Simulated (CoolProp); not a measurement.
Vapour-liquid equilibrium of ethylene (1) + isobutane (2) at 0.279 MPa; x and y are mole fractions of (1).

Computed with CoolProp (multi-fluid Helmholtz-energy mixture model, Smukala 2000 and Bücker 2006; pair parameters Bell 2016).

Give the bubble temperature and the first vapour's composition at x = 0.05, 0.15, 0.75. Is there an azeotrope?

x = 0.05: -0.8 °C, y = 0.458; x = 0.15: -27.7 °C, y = 0.828; x = 0.75: -77.4 °C, y = 0.997. No azeotrope shows between x = 0.05 and 0.95.

The pair parameters rest on a limited set of measurements; away from them the model extrapolates.
